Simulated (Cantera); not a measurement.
Input: 1 mol FeS, 5.2 mol H2, at 1725 K and 59.0 Pa.

Cantera equilibrium calculation (NASA polynomials, part measured and part estimated; ideal gas, pure solids and liquids). Candidate condensed phases: Fe, FeS, FeS2, S; 8 gas species. The numbers say what is thermodynamically allowed, not how fast it happens.

Base state: H2 0.880, S2 0.0753, Fe 0.0160, SH 0.00905, H2S 0.00825, H 0.00717, S 0.00446 (mole fractions); condensed: Fe(δ).

Q: What changes in the equilibrium state with this change: 0.22 mol NH3 added?

A: 
```tsv
species	before	after
H2	0.880	0.869
S2	0.0753	0.0696
N2	0	0.0176
Fe	0.0160	0.0160
H2S	0.00825	0.00784
SH	0.00905	0.00865
S	0.00446	0.00429
Fe(δ), mol	0.907	0.900
```

Q: What changes in the equilibrium state with this change: pressure from 59.0 Pa to 190000 Pa?

A: 
```tsv
species	before	after
H2	0.880	0.979
H2S	0.00825	0.0203
SH	0.00905	0.000372
S2	0.0753	0.000114
Fe	0.0160	4.96e-6
S	0.00446	3.06e-6
H	0.00717	0.000133
Fe(δ), mol	0.907	0.109
FeS(l), mol	0	0.891
```
Metal and sulfide melt together well below either melting point, which pure phases cannot show. Mutual solubility and eutectic melting of coexisting phases are not modelled. FeS: taken at fixed stoichiometry.
